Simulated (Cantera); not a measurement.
An isothermal, constant-pressure homogeneous reactor starts with NH3 : H2 = 1 : 2 (molar parts), at 1500 K and 88000 Pa.

Model: the gas-phase N/H chemistry of the illustrative SiF4/NH3 mechanism in the Surface Chemkin manual (1991), integrated in Cantera. Walls and surfaces, which speed up NH3 decomposition in real reactors, are not modelled.

### Question
Predict: x(NH3) at 100 s; x(H2) at 100 s; x(N2H4) at 100 s; x(N2) at 100 s; x(H) at 100 s.

### Answer
```json
{
 "x(NH3) at 100 s": "0.196 (gas-phase equilibrium 1.55e-5)",
 "x(H2) at 100 s": "0.752 (gas-phase equilibrium 0.875)",
 "x(N2H4) at 100 s": "7.25e-9 (gas-phase equilibrium <1e-12)",
 "x(N2) at 100 s": "0.0514 (gas-phase equilibrium 0.125)",
 "x(H) at 100 s": "1.49e-5 (gas-phase equilibrium 1.77e-5)"
}
```
